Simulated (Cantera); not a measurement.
Thermodynamics of silicon carbide growth, feed SiH4 + C2H2 + H2 + C2H4

Feed: 1 mol SiH4, 1.1 mol C2H2, 530 mol H2, 0.23 mol C2H4, equilibrated at 1775 °C.

Cantera equilibrium calculation (NASA polynomials, part measured and part estimated; ideal gas, pure solids and liquids). Candidate condensed phases: C, C6H6, C7H8, C8H18, Si, SiC; 87 gas species. The numbers say what is thermodynamically allowed, not how fast it happens.

| P (Pa) | x H2 | x H | x Si | x C2H2 (acetylene) | x CH4 | n C(graphite) | n SiC(s) |
|---|---|---|---|---|---|---|---|
| 100 | 0.929 | 0.0683 | 0.00165 | 0.000974 | 3.23e-7 | 1.47 | 0 |
| 320 | 0.959 | 0.0388 | 0.00154 | 0.00100 | 1.10e-6 | 1.42 | 0.0272 |
| 1000 | 0.976 | 0.0221 | 0.000493 | 0.00102 | 3.57e-6 | 0.833 | 0.681 |
| 3200 | 0.986 | 0.0124 | 0.000154 | 0.00103 | 1.17e-5 | 0.635 | 0.894 |
| 10000 | 0.992 | 0.00705 | 4.93e-5 | 0.00104 | 3.69e-5 | 0.558 | 0.961 |
| 32000 | 0.995 | 0.00395 | 1.54e-5 | 0.00104 | 0.000119 | 0.489 | 0.983 |
| 100000 | 0.996 | 0.00224 | 4.93e-6 | 0.00104 | 0.000372 | 0.339 | 0.991 |
x: gas mole fraction; n: condensed amount in mol.

At 100 Pa the condensed part is C(graphite). From 320 Pa to 100000 Pa the condensed part is C(graphite) + SiC(s). The main Si-bearing gas is Si at 100 Pa and SiH2 at 100000 Pa. The share of Si in condensed phases is highest at 100000 Pa (99.1 %) and lowest at 100 Pa (0.0 %).
